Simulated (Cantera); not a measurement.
Input: 1 mol CuO, 0.66 mol C, 0.5 mol CO, at 13000 Pa.

Equilibrium computed with Cantera from the NASA thermochemical tables; the gas is ideal and each condensed phase is pure. Candidate condensed phases: C, Cu, CuO, Cu₂O; 15 gas species. The numbers say what is thermodynamically allowed, not how fast it happens.

log p: log10 of the partial pressure in bar; n: condensed amount in mol.

| T (K) | log p CO | log p CO₂ | log p Cu | log p Cu₂ | n Cu(s) | n Cu(l) |
|---|---|---|---|---|---|---|
| 1048 | -1.04 | -1.42 | -10.01 | <-12 | 1.00 | 0 |
| 1098 | -1.04 | -1.42 | -9.25 | <-12 | 1.00 | 0 |
| 1148 | -1.04 | -1.42 | -8.57 | <-12 | 1.00 | 0 |
| 1198 | -1.04 | -1.42 | -7.93 | [?] | 1.00 | 0 |
| 1248 | -1.04 | -1.42 | -7.36 | [?] | 1.00 | 0 |
| 1298 | -1.04 | -1.42 | -6.82 | [?] | 1.000 | 0 |
| 1348 | -1.04 | -1.42 | -6.33 | [?] | 1.000 | 0 |
| 1398 | -1.04 | -1.42 | -5.89 | [?] | 0 | 1.000 |
| 1448 | -1.04 | -1.42 | -5.48 | [?] | 0 | 1.000 |
| 1498 | -1.04 | -1.42 | -5.10 | [?] | 0 | 1.000 |
| 1548 | -1.04 | -1.42 | -4.75 | [?] | 0 | 1.000 |
| 1598 | -1.04 | -1.42 | -4.41 | [?] | 0 | 1.000 |
| 1648 | -1.04 | -1.42 | -4.10 | [?] | 0 | 0.999 |

Q: Fill in the missing entries.

A: 
- 1198, log p Cu₂: -12.49
- 1248, log p Cu₂: -11.67
- 1298, log p Cu₂: -10.92
- 1348, log p Cu₂: -10.22
- 1398, log p Cu₂: -9.60
- 1448, log p Cu₂: -9.04
- 1498, log p Cu₂: -8.51
- 1548, log p Cu₂: -8.02
- 1598, log p Cu₂: -7.56
- 1648, log p Cu₂: -7.13
